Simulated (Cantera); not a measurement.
An isothermal plug-flow reactor at 1023 K and 1.80 bar (inlet), inlet velocity 0.086 m/s, active area per volume 190 1/m; feed CH4 : O2 : N2 = 0.0024 : 0.012 : 0.79 (molar parts), equivalence ratio 0.40.

Detailed kinetics in Cantera: Deutschmann's 1995 Pt surface mechanism with GRI-Mech 3.0 gas chemistry. Catalytic surfaces can have several steady states; this one follows from the mechanism file's or the stated starting coverage. Mass transfer to the wall is taken as infinitely fast.

x: gas mole fraction; θ: surface coverage.

| z (m) | x CH4 | x O2 | x H2O | x CO2 | x CO | θ free Pt | θ O* | θ OH* |
|---|---|---|---|---|---|---|---|---|
| 0.0002 | 0.00274 | 0.0144 | 0.000477 | 0.000236 | 1.92e-6 | 0.305 | 0.695 | 0.000591 |
| 0.00036 | 0.00257 | 0.0141 | 0.000834 | 0.000415 | 1.80e-6 | 0.306 | 0.694 | 0.000764 |
| 0.00064 | 0.00228 | 0.0135 | 0.00141 | 0.000704 | ? | 0.308 | 0.691 | 0.000982 |
| 0.0011 | 0.00186 | 0.0127 | 0.00224 | 0.00112 | ? | 0.311 | 0.688 | 0.00123 |
| 0.002 | 0.00124 | 0.0114 | 0.00347 | 0.00173 | ? | 0.316 | 0.683 | 0.00153 |
| 0.0036 | 0.000586 | 0.0101 | 0.00478 | 0.00238 | ? | 0.321 | 0.677 | 0.00180 |
| 0.0064 | 0.000148 | 0.00928 | 0.00564 | 0.00282 | ? | 0.326 | 0.672 | 0.00196 |
| 0.011 | 1.47e-5 | 0.00901 | 0.00591 | 0.00295 | ? | 0.327 | 0.671 | 0.00201 |
| 0.02 | 1.55e-7 | 0.00898 | 0.00594 | 0.00297 | ? | 0.327 | 0.671 | 0.00202 |

Task: Complete the blanks.

Result: 
- 0.00064, x CO: 1.61e-6
- 0.0011, x CO: 1.33e-6
- 0.002, x CO: 8.96e-7
- 0.0036, x CO: 4.30e-7
- 0.0064, x CO: 1.14e-7
- 0.011, x CO: 1.63e-8
- 0.02, x CO: 2.73e-9
